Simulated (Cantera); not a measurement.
A closed system holds: 1 mol HI, 0.25 mol O2, 0.58 mol H2, at 1773 K and 1000 Pa.

Cantera equilibrium calculation (NASA polynomials, part measured and part estimated; ideal gas, pure solids and liquids). Candidate condensed phases: H2O, I2; 12 gas species. The numbers say what is thermodynamically allowed, not how fast it happens.

Base state: I 0.459, H2 0.268, H2O 0.243, HI 0.0276, H 0.00147, I2 0.000204, OH 8.29e-5 (mole fractions); condensed: gas only.

### Question
What changes in the equilibrium state with this change: pressure from 1000 Pa to 2700000 Pa?

### Answer
```json
[
 {"species": "HI", "before": "0.0276", "after": "0.346"},
 {"species": "H2O", "before": "0.243", "after": "0.294"},
 {"species": "H2", "before": "0.268", "after": "0.168"},
 {"species": "I", "before": "0.459", "after": "0.140"},
 {"species": "I2", "before": "0.000204", "after": "0.0511"},
 {"species": "H", "before": "0.00147", "after": "2.25e-5"},
 {"species": "OH", "before": "8.29e-5", "after": "2.44e-6"}
]
```
